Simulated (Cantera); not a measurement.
## Equilibrium for aluminium nitride and oxide growth: AlCl₃ + O₂ + N₂

Feed: 1 mol AlCl₃, 0.28 mol O₂, a varied amount of N₂, equilibrated at 1375 °C and 100000 Pa.

Method: chemical equilibrium by Gibbs-energy minimisation in Cantera with the NASA 1993 tables (ideal gas, pure condensed phases). Candidate condensed phases: Al, AlCl₃, AlN, Al₂O₃; 24 gas species. Equilibrium is a limit: real reactors are often held back by kinetics, nucleation or transport.

From 11 mol N₂ to 320 mol N₂ the condensed part is Al₂O₃(s). The main Al-bearing gas is AlCl₃ throughout.

```tsv
n(N₂) (mol)	x N₂	x AlCl₃	x Cl₂	x Cl	x NO	n Al₂O₃(s)
11	0.891	0.0508	0.0323	0.0260	2.27e-5	0.186
15	0.916	0.0383	0.0231	0.0220	1.99e-5	0.186
20	0.935	0.0293	0.0168	0.0188	1.74e-5	0.186
26	0.949	0.0229	0.0124	0.0161	1.53e-5	0.186
35	0.961	0.0172	0.00862	0.0135	1.30e-5	0.186
46	0.969	0.0132	0.00612	0.0113	1.10e-5	0.186
61	0.976	0.0100	0.00423	0.00943	9.20e-6	0.186
80	0.982	0.00770	0.00294	0.00785	7.63e-6	0.186
110	0.986	0.00562	0.00188	0.00627	6.03e-6	0.186
140	0.989	0.00443	0.00132	0.00526	4.97e-6	0.186
180	0.991	0.00345	0.000903	0.00435	4.02e-6	0.186
240	0.993	0.00260	0.000576	0.00348	3.11e-6	0.186
320	0.995	0.00195	0.000361	0.00275	2.36e-6	0.186
```
x: gas mole fraction; n: condensed amount in mol.
